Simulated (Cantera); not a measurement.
Cantera run:

```python
import numpy as np
import cantera as ct

gas_names = """
    C CO CO2 C2 C2O C3 C3O2 C4 C5 Cu CuO Cu2 O O2 O3
""".split()
cond_names = """
    C(gr) Cu(cr) Cu(L) CuO(s) Cu2O(s) Cu2O(L)
""".split()


def load(file, names, dense=False):
    # The tables refer to 1 bar. Condensed volumes are neglected.
    table = {s.name: s for s in ct.Species.list_from_file(file)}
    out = []
    for n in names:
        d = dict(table[n].input_data)
        d["thermo"] = dict(d["thermo"], **{"reference-pressure": 1e5})
        if dense:
            d["equation-of-state"] = {"model": "constant-volume", "density": "1e6 g/cm^3"}
        out.append(ct.Species.from_dict(d))
    return out


gas = ct.Solution(thermo="ideal-gas", species=load("nasa_gas.yaml", gas_names))
cond = {s.name: ct.Solution(thermo="fixed-stoichiometry", species=[s], name=s.name)
        for s in load("nasa_condensed.yaml", cond_names, dense=True)}
atoms = {
    'Cu2O': {'Cu': 2, 'O': 1},
    'CO': {'C': 1, 'O': 1},
}
top_T = {'C(gr)': 4500, 'CuO(s)': 1390}  # K; cautious upper limits of use, not melting points


def equilibrate(T, P, feed):
    n = {}
    for name, mol in feed.items():
        for a, k in atoms[name].items():
            n[a] = n.get(a, 0.0) + k * mol
    gas.TPX = T, P, n
    mass = sum(n.values()) * gas.mean_molecular_weight
    gas.equilibrate("TP")
    valid = [c for c in cond.values() if c.min_temp <= T <= top_T.get(c.name, c.max_temp)]
    mix = ct.Mixture([(gas, mass / gas.mean_molecular_weight)] + [(c, 0.0) for c in valid])
    mix.T, mix.P = T, P
    mix.equilibrate("TP", solver="vcs", rtol=1e-11, max_steps=5000)
    return mix


results = []
feed = {'Cu2O': 1, 'CO': 2.8}  # mol
T = 1125  # K
P = 13332.2  # Pa
mix = equilibrate(T, P, feed)
results.append((T, P, feed, dict(zip(mix.species_names, mix.species_moles))))
print(gas.report(threshold=0.0001))
for i in range(1, mix.n_phases):
    print(f"{mix.phase(i).name:16s} {mix.phase_moles(i):12.5e} mol")
```

It prints:

```
       temperature   1125 K
          pressure   13332 Pa
           density   0.048068 kg/m^3
  mean mol. weight   33.724 kg/kmol
   phase of matter   gas

                          1 kg             1 kmol
                     ---------------   ---------------
          enthalpy       -5.3547e+06       -1.8058e+08  J
   internal energy       -5.6321e+06       -1.8994e+08  J
           entropy            8123.8        2.7397e+05  J/K
    Gibbs function       -1.4494e+07        -4.888e+08  J
 heat capacity c_p              1231             41514  J/K
 heat capacity c_v            984.44             33199  J/K

                      mass frac. Y      mole frac. X     chem. pot. / RT
                     ---------------   ---------------   ---------------
                CO           0.53394           0.64286           -40.191
               CO2           0.46606           0.35714           -73.975
     [  +13 minor]        1.8874e-08        1.0016e-08

C(gr)             0.00000e+00 mol
Cu(cr)            2.00000e+00 mol
CuO(s)            0.00000e+00 mol
Cu2O(s)           0.00000e+00 mol
```

Equilibrium computed with Cantera from the NASA thermochemical tables; the gas is ideal and each condensed phase is pure.
